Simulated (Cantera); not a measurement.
An isothermal plug-flow reactor at 925 K and 1.00 bar (inlet), inlet velocity 1.5 m/s, active area per volume 9400 1/m; feed 0.332 % CH₄, 2.46 % O₂, 97.2 % N₂, equivalence ratio 0.27.

Model: Deutschmann's 1995 Pt surface mechanism with GRI-Mech 3.0 gas chemistry, integrated in Cantera. Catalytic surfaces can have several steady states; this one follows from the mechanism file's or the stated starting coverage. Mass transfer to the wall is taken as infinitely fast.

One state of this run: x CH₄ = 0.00133; x O₂ = 0.0206; x H₂O = 0.00399; x CO₂ = 0.00199; x CO = 5.41e-7; θ free Pt = 0.193; θ O* = 0.805; θ OH* = 0.00149. x: gas mole fraction; θ: surface coverage.

### Question
Which value of z (m) does it belong to?
(A) 0.00085
(B) 0.0024
(C) 0.0003
(D) 0.03

### Answer
B, 0.0024
